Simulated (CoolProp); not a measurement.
Vapour-liquid equilibrium of n-pentane (1) + cyclohexane (2) at 154.45 °C; x and y are mole fractions of (1).

Values from CoolProp's multi-fluid Helmholtz-energy mixture model, Thol 2019 and Zhou 2014; pair parameters Bell 2016.

| x | bubble pressure, mixture model (kPa) | bubble pressure, Raoult's law (kPa) | y, mixture model | y, Raoult's law |
|---|---|---|---|---|
| 0.05 | 660.8 | 659.8 | ___ | 0.130 |
| 0.2 | 826.3 | 827.1 | 0.377 | 0.416 |
| 0.35 | 987.1 | 994.4 | ___ | 0.605 |
| 0.5 | ___ | 1162 | 0.685 | 0.740 |
| 0.65 | 1309 | 1329 | 0.792 | 0.841 |
| 0.8 | 1477 | 1496 | 0.886 | 0.919 |
| 0.95 | 1656 | 1664 | 0.972 | 0.982 |

Question: What belongs in the gaps?

Answer: 
- 0.05, y, mixture model: 0.119
- 0.35, y, mixture model: 0.552
- 0.5, bubble pressure, mixture model (kPa): 1147

The largest gap from Raoult's law is -1.5 % in bubble pressure, at x = 0.65. No azeotrope shows between x = 0.05 and 0.95.

The pair parameters rest on a limited set of measurements; away from them the model extrapolates.
